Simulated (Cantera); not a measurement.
A closed system holds: 1 mol CaSO4, 0.11 mol H2O, 6.4 mol CO2, held at 0.00820 bar.

These are equilibrium values from Cantera (NASA tables, ideal gas, pure condensed phases), not measurements of a reactor. Candidate condensed phases: C, C6H6, C7H8, C8H18, Ca, CaCO3, CaO, Ca(OH)2, CaS, CaSO4, H2O, H2SO4, S; 129 gas species. Kinetics and transport are ignored. All values below are at 1225 °C.

Base state: CO2 0.799, SO2 0.125, O2 0.0624, H2O 0.0137, CO 0.000168, SO3 0.000107, OH 6.98e-5, O 1.09e-5 (mole fractions); condensed: CaO(s).

Problem. What changes in the equilibrium state with this change: CaSO4 replaced by MgCO3?

Solution. 
| species | before | after |
|---|---|---|
| CO2 | 0.799 | 0.983 |
| H2O | 0.0137 | 0.0146 |
| CO | 0.000168 | 0.00175 |
| SO2 | 0.125 | 0 |
| O2 | 0.0624 | 0.000871 |
| SO3 | 0.000107 | 0 |
| H2 | 1.11e-6 | 1.01e-5 |
| O | 1.09e-5 | 1.29e-6 |
| OH | 6.98e-5 | 2.48e-5 |
| CaO(s), mol | 1.00 | 0 |
| MgO(s), mol | 0 | 1.00 |
Further candidate phases: Mg, MgCO3, MgO, Mg(OH)2.
